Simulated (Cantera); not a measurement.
Charge: 1 mol SiO2, 1.2 mol CH4, a varied amount of CO, at 2548 K and 750 Torr.

Method: chemical equilibrium by Gibbs-energy minimisation in Cantera with the NASA 1993 tables (ideal gas, pure condensed phases). Candidate condensed phases: C, C6H6, C7H8, C8H18, H2O, Si, SiC, SiO2; 123 gas species. Gases not in the tables: Si2H6 and higher silanes. Kinetics and transport are ignored.

Task: Which condensed phases are stable at each of these points (n(CO) (mol)): 0.24, 0.35, 0.5, 0.71, 1, 1.4, 2.1?

Result: 
| n(CO) (mol) | condensed phases | Si condensed (%) |
|---|---|---|
| 0.24 | Si(l) | 14.5 |
| 0.35 | Si(l) | 14.3 |
| 0.5 | Si(l) | 14.0 |
| 0.71 | Si(l) | 13.5 |
| 1 | Si(l) | 12.8 |
| 1.4 | SiC(s) | 6.1 |
| 2.1 | SiC(s) | 6.1 |

From 0.24 mol CO to 1 mol CO the condensed part is Si(l). From 1.4 mol CO to 2.1 mol CO the condensed part is SiC(s).
